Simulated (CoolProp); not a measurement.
Vapour-liquid equilibrium of R134a (1) + R123 (2) at 403 kPa; x and y are mole fractions of (1).

Values from CoolProp's multi-fluid Helmholtz-energy mixture model, Tillner-Roth 1994 and Younglove 1994; pair parameters Bell 2016.

Give the bubble temperature and the first vapour's composition at x = 0.2, 0.35, 0.8. Is there an azeotrope?

x = 0.2: 44.5 °C, y = 0.612; x = 0.35: 32.4 °C, y = 0.778; x = 0.8: 14.4 °C, y = 0.953. No azeotrope shows between x = 0.05 and 0.95.

The pair parameters rest on a limited set of measurements; away from them the model extrapolates.
